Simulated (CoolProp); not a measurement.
The fluid at 298.15 K and 1.3 MPa is throttled through a valve to 0.0402 MPa with no heat exchange. The same conditions are run with several fluids, on thermodynamics alone (safety and materials aside).

Model: reference Helmholtz-energy equation of state of each fluid (carbon dioxide: Span 1996; oxygen: Schmidt 1985; CF4 (R14): Platzer 1990; methane: Setzmann 1991; ethane: Bücker 2006), in CoolProp. The equations of Platzer and Polt are older, rougher fits.

### Question
Rank carbon dioxide, oxygen, CF4 (R14), methane, ethane by temperature change (K), highest first.

### Answer
oxygen (-3.4), methane (-5.6), CF4 (R14) (-7.1), carbon dioxide (-14.7), ethane (-15.3)

```csv
fluid,final density (kg/m³)
carbon dioxide,0.753
oxygen,0.525
CF4 (R14),1.46
methane,0.265
ethane,0.516
```
